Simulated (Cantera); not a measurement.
**Thermodynamics of boron, boron nitride and boron oxide, feed BCl3 + H2 + N2**

Input: 1 mol BCl3, 4.7 mol H2, 29 mol N2, equilibrated at 1375 K and 1000 Pa.

These are equilibrium values from Cantera (NASA tables, ideal gas, pure condensed phases), not measurements of a reactor. Candidate condensed phases: B, BN, NH4Cl; 21 gas species. N2 is the only nitrogen source here; it is nearly inert below about 1500 K, so the nitride shown seldom forms there in practice. Kinetics and transport are ignored.

The x(N2) is 0.821 and the x(H2) comes out as 0.0922. The x(HCl) comes out as 0.0864. The x(H) comes out as 1.04e-5 and the x(Cl) is 8.08e-6. The x(BCl3) is 2.50e-6 and the n(BN(s)) is 1.000 mol. The gas amount is 34.70 mol and the log10 activity of B(s) (absent) comes out as -3.88.
